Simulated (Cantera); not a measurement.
## Hydrocarbon pyrolysis for carbon deposition

An isothermal, constant-pressure homogeneous reactor starts with C2H6 : H2 = 1 : 2.9 (molar parts), at 1050 K and 0.200 bar.

Model: GRI-Mech 3.0 (53 species, 325 reactions), integrated in Cantera. GRI-Mech 3.0 stops at C3 and has no aromatics, soot or wall deposition, so with more carbon than oxygen in the feed, carbon stays in small species such as C2H2 where larger ones or solid carbon would form.

```
t (s)     x C2H6   x H2   x C2H    x C2H4     x CH4
--------  ------  -----  ------  --------  --------
6.00e-6    0.256  0.744  <1e-12  2.11e-11   1.59e-9
3.16e-5    0.256  0.744  <1e-12   3.40e-9   3.46e-8
0.000167   0.256  0.744  <1e-12   2.62e-7   4.01e-7
0.000880   0.256  0.744  <1e-12   9.86e-6   2.55e-6
0.00464    0.256  0.744  <1e-12  0.000285   1.89e-5
0.0245     0.249  0.745  <1e-12   0.00573  0.000446
0.129      0.206  0.752  <1e-12    0.0388   0.00370
0.681     0.0928  0.768  <1e-12     0.124    0.0144
3.59      0.0304  0.770  <1e-12     0.163    0.0333
19.0      0.0247  0.741  <1e-12     0.144    0.0841
100       0.0165  0.673  <1e-12     0.106     0.200
```
x: mole fraction; the columns are a selection and need not sum to one.

Equilibrium at this temperature and pressure: C2H6 0.000142, H2 0.489, C2H <1e-12, C2H4 0.00123, CH4 0.509 (gas phase only).
